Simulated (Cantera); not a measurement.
Input: 1 mol SiF₄, 1.6 mol NH₃, 20 mol H₂, at 100 Torr.

Method: chemical equilibrium by Gibbs-energy minimisation in Cantera with the NASA 1993 tables (ideal gas, pure condensed phases). Candidate condensed phases: Si, Si₃N₄; 37 gas species. The tables' values for SiF₃, SiF₂ are old estimates; treat these amounts as uncertain. The numbers say what is thermodynamically allowed, not how fast it happens.

Q: At 1375 K, list the 4 most abundant gas species with their mole fractions, and the condensed phases.

A: H₂ 0.922, SiF₄ 0.0379, N₂ 0.0330, HF 0.00350. Condensed: gas only.
